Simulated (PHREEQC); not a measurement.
Solution (17 °C): 87 mmol/kgw HF, 0.039 mmol/kgw NaF, 1.9 mmol/kgw (NH4)2SiF6 and 3.1 mmol/kgw HCl. Closed to the air; pH follows from the charge balance.

Equilibrium calculation in PHREEQC: ion-association model, phreeqc.dat.

Each row changes one thing in this solution. Precipitation was switched off in this run.

```json
[
 {"case": "as made", "pH": "1.99", "ionic strength (mol/kgw)": "0.0172", "HF (mol/kgw)": "0.0768", "F- (mol/kgw)": "0.00659", "HF2- (mol/kgw)": "0.00181", "NaF (mol/kgw)": "1.13e-7", "SI of Halite (NaCl)": "-8.59"},
 {"case": "HCl from 0.0031 to 0.031 mol/kgw", "pH": "1.53", "ionic strength (mol/kgw)": "0.0401", "HF (mol/kgw)": "0.0829", "F- (mol/kgw)": "0.00261", "HF2- (mol/kgw)": "0.000775", "NaF (mol/kgw)": "4.03e-8", "SI of Halite (NaCl)": "-7.64"},
 {"case": "0.014 mol/kgw H3PO4 added", "pH": "1.87", "ionic strength (mol/kgw)": "0.0209", "HF (mol/kgw)": "0.0789", "F- (mol/kgw)": "0.00521", "HF2- (mol/kgw)": "[?]", "NaF (mol/kgw)": "8.77e-8", "SI of Halite (NaCl)": "-8.60"},
 {"case": "temperature from 17 to 55 °C", "pH": "2.10", "ionic strength (mol/kgw)": "0.0146", "HF (mol/kgw)": "0.0797", "F- (mol/kgw)": "0.00432", "HF2- (mol/kgw)": "0.00151", "NaF (mol/kgw)": "7.45e-8", "SI of Halite (NaCl)": "[?]"},
 {"case": "NaF from 3.9e-05 to 0.000195 mol/kgw", "pH": "1.99", "ionic strength (mol/kgw)": "[?]", "HF (mol/kgw)": "0.0769", "F- (mol/kgw)": "0.00664", "HF2- (mol/kgw)": "0.00183", "NaF (mol/kgw)": "5.71e-7", "SI of Halite (NaCl)": "-7.90"},
 {"case": "HCl from 0.0031 to 0.00279 mol/kgw", "pH": "2.00", "ionic strength (mol/kgw)": "0.0170", "HF (mol/kgw)": "0.0767", "F- (mol/kgw)": "[?]", "HF2- (mol/kgw)": "0.00183", "NaF (mol/kgw)": "1.15e-7", "SI of Halite (NaCl)": "-8.64"},
 {"case": "diluted 5-fold with water", "pH": "2.44", "ionic strength (mol/kgw)": "0.00507", "HF (mol/kgw)": "0.0139", "F- (mol/kgw)": "[?]", "HF2- (mol/kgw)": "0.000157", "NaF (mol/kgw)": "1.21e-8", "SI of Halite (NaCl)": "-9.94"},
 {"case": "diluted 100-fold with water", "pH": "3.26", "ionic strength (mol/kgw)": "0.000609", "HF (mol/kgw)": "0.000405", "F- (mol/kgw)": "0.000576", "HF2- (mol/kgw)": "8.35e-7", "NaF (mol/kgw)": "1.22e-10", "SI of Halite (NaCl)": "-12.51"},
 {"case": "(NH4)2SiF6 left out", "pH": "1.99", "ionic strength (mol/kgw)": "0.0113", "HF (mol/kgw)": "0.0770", "F- (mol/kgw)": "0.00645", "HF2- (mol/kgw)": "0.00178", "NaF (mol/kgw)": "1.16e-7", "SI of Halite (NaCl)": "-8.58"}
]
```

Q: What belongs in the gaps?

A: 
- 0.014 mol/kgw H3PO4 added, HF2- (mol/kgw): 0.00147
- temperature from 17 to 55 °C, SI of Halite (NaCl): -8.62
- NaF from 3.9e-05 to 0.000195 mol/kgw, ionic strength (mol/kgw): 0.0173
- HCl from 0.0031 to 0.00279 mol/kgw, F- (mol/kgw): 0.00668
- diluted 5-fold with water, F- (mol/kgw): 0.00316

Species that the database lacks are ignored. At this temperature some constants are extrapolated from 25 °C, and those without enthalpy data are left unchanged. SiF6-2 is the database's only silicon fluoride.
